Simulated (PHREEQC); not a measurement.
Make-up at 60 °C: 0.029 mol CuCl2 and 0.00011 mol NaCl per kg of water. Closed to the air; pH follows from the charge balance.

All values are PHREEQC results (ion-association model, phreeqc.dat), not measurements.

Each row changes one thing in this solution. Precipitation was switched off in this run.

```json
[
 {"case": "as made", "pH": "4.14", "ionic strength (mol/kgw)": "0.0746", "Cl- (mol/kgw)": "0.0518", "Cu+2 (mol/kgw)": "0.0227", "CuCl+ (mol/kgw)": "0.00603", "CuCl2 (mol/kgw)": "0.000140"},
 {"case": "NaCl from 0.00011 to 9.9e-05 mol/kgw", "pH": "4.14", "ionic strength (mol/kgw)": "0.0746", "Cl- (mol/kgw)": "0.0518", "Cu+2 (mol/kgw)": "0.0227", "CuCl+ (mol/kgw)": "0.00603", "CuCl2 (mol/kgw)": "0.000139"},
 {"case": "0.0012 mol/kgw H2SO4 added", "pH": "2.73", "ionic strength (mol/kgw)": "0.0762", "Cl- (mol/kgw)": "0.0519", "Cu+2 (mol/kgw)": "0.0224", "CuCl+ (mol/kgw)": "0.00593", "CuCl2 (mol/kgw)": "0.000137"},
 {"case": "NaCl from 0.00011 to 2.2e-05 mol/kgw", "pH": "4.14", "ionic strength (mol/kgw)": "0.0745", "Cl- (mol/kgw)": "0.0517", "Cu+2 (mol/kgw)": "0.0227", "CuCl+ (mol/kgw)": "0.00603", "CuCl2 (mol/kgw)": "0.000139"},
 {"case": "diluted 100-fold with water", "pH": "…", "ionic strength (mol/kgw)": "0.000865", "Cl- (mol/kgw)": "0.000579", "Cu+2 (mol/kgw)": "…", "CuCl+ (mol/kgw)": "…", "CuCl2 (mol/kgw)": "…"},
 {"case": "NaCl left out", "pH": "4.14", "ionic strength (mol/kgw)": "0.0745", "Cl- (mol/kgw)": "0.0517", "Cu+2 (mol/kgw)": "0.0227", "CuCl+ (mol/kgw)": "0.00602", "CuCl2 (mol/kgw)": "0.000139"}
]
```

Problem. Complete the blanks.

Solution. 
- diluted 100-fold with water, pH: 5.27
- diluted 100-fold with water, Cu+2 (mol/kgw): 0.000283
- diluted 100-fold with water, CuCl+ (mol/kgw): 1.78e-6
- diluted 100-fold with water, CuCl2 (mol/kgw): 7.23e-10

Constants without temperature data keep their 25 °C values here.
